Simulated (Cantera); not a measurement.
A closed system holds: 1 mol SiHCl3, 0.33 mol HCl, 210 mol H2, at 1423.15 K and 0.0150 bar.

Method: chemical equilibrium by Gibbs-energy minimisation in Cantera with the NASA 1993 tables (ideal gas, pure condensed phases). Candidate condensed phases: Si; 19 gas species. Rates play no part.

Base state: H2 0.985, HCl 0.0144, SiCl2 0.000634, H 5.39e-5 (mole fractions); condensed: Si(s).

Question: What changes in the equilibrium state with this change: HCl from 0.33 to 2.4 mol?

Answer: 
```csv
species,before,after
H2,0.985,0.976
HCl,0.0144,0.0221
SiCl2,0.000634,0.00151
SiCl3,4.73e-6,1.73e-5
H,5.39e-5,5.37e-5
"Si(s), mol",0.864,0.672
```
The tables' values for SiCl3 are old estimates; treat these amounts as uncertain.

Question: What changes in the equilibrium state with this change: temperature from 1423.15 K to 1700 K?

Answer: 
```json
[
 {"species": "H2", "before": "0.985", "after": "0.984"},
 {"species": "HCl", "before": "0.0144", "after": "0.0142"},
 {"species": "H", "before": "5.39e-5", "after": "0.00119"},
 {"species": "SiCl2", "before": "0.000634", "after": "0.000732"},
 {"species": "Si", "before": "1.02e-7", "after": "4.52e-5"},
 {"species": "SiCl", "before": "2.64e-7", "after": "1.28e-5"},
 {"species": "SiH2", "before": "5.20e-7", "after": "1.40e-5"},
 {"species": "Cl", "before": "6.46e-7", "after": "1.34e-5"},
 {"species": "Si(s), mol", "before": "0.864", "after": "0"},
 {"species": "Si(l), mol", "before": "0", "after": "0.827"}
]
```
The tables' values for SiCl are old estimates; treat these amounts as uncertain. Gases not in the tables: Si2H6 and higher silanes.
